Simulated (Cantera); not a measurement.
**Adiabatic ignition**

An adiabatic, constant-pressure homogeneous reactor starts with CH₃OH : O₂ : N₂ = 1 : 3.85 : 14.5 (molar parts), at 1700 K and 0.661 atm.

Cantera simulation using GRI-Mech 3.0 (53 species, 325 reactions); the numbers are that mechanism's predictions, not measurements. GRI-Mech 3.0 was tuned for natural gas; its chemistry of methanol as a main component is partial and can be far from experiment.

| t (s) | T (K) | x CH₃OH | x O₂ | x HCN | x CH₂O | x CO | x NO₂ |
|---|---|---|---|---|---|---|---|
| 2.00e-6 | 1700 | 0.0516 | 0.199 | <1e-12 | 6.07e-5 | 1.01e-5 | <1e-12 |
| 5.92e-6 | 1700 | 0.0513 | 0.199 | 2.02e-12 | 0.000242 | 3.15e-5 | <1e-12 |
| 1.75e-5 | 1701 | 0.0502 | 0.198 | 9.37e-12 | 0.00117 | 0.000119 | <1e-12 |
| 5.20e-5 | 1726 | 0.0398 | 0.191 | 9.33e-11 | 0.00879 | 0.00234 | 2.24e-11 |
| 0.000154 | 2124 | <1e-12 | 0.115 | <1e-12 | 1.26e-11 | 0.0175 | 2.30e-9 |
| 0.000456 | 2335 | <1e-12 | 0.114 | <1e-12 | 4.40e-12 | 0.00872 | 5.32e-8 |
| 0.00135 | 2438 | <1e-12 | 0.115 | <1e-12 | 1.94e-12 | 0.00479 | 3.31e-7 |
| 0.00400 | 2443 | <1e-12 | 0.115 | 1.22e-12 | 1.80e-12 | 0.00446 | 1.01e-6 |
| 0.0118 | 2438 | <1e-12 | 0.113 | 1.73e-12 | 1.74e-12 | 0.00439 | 2.73e-6 |
| 0.0351 | 2430 | <1e-12 | 0.111 | 2.46e-12 | 1.65e-12 | 0.00426 | 5.79e-6 |
| 0.104 | 2425 | <1e-12 | 0.109 | 2.82e-12 | 1.59e-12 | 0.00417 | 7.73e-6 |
| 0.308 | 2425 | <1e-12 | 0.109 | 2.84e-12 | 1.58e-12 | 0.00417 | 7.85e-6 |
| 0.912 | 2425 | <1e-12 | 0.109 | 2.84e-12 | 1.58e-12 | 0.00417 | 7.85e-6 |
| 2.70 | 2425 | <1e-12 | 0.109 | 2.84e-12 | 1.58e-12 | 0.00417 | 7.85e-6 |
| 8.00 | 2425 | <1e-12 | 0.109 | 2.84e-12 | 1.58e-12 | 0.00417 | 7.85e-6 |
x: mole fraction; the columns are a selection and need not sum to one.

| Item | Result |
|---|---|
| time of steepest temperature rise | 0.106 ms |
| temperature at 8.00 s | 2425 K |
| equilibrium temperature | 2425 K |
| x(CH₃OH) at 8.00 s | <1e-12 (gas-phase equilibrium <1e-12) |
| x(O₂) at 8.00 s | 0.109 (gas-phase equilibrium 0.109) |
| x(HCN) at 8.00 s | 2.84e-12 (gas-phase equilibrium 2.84e-12) |
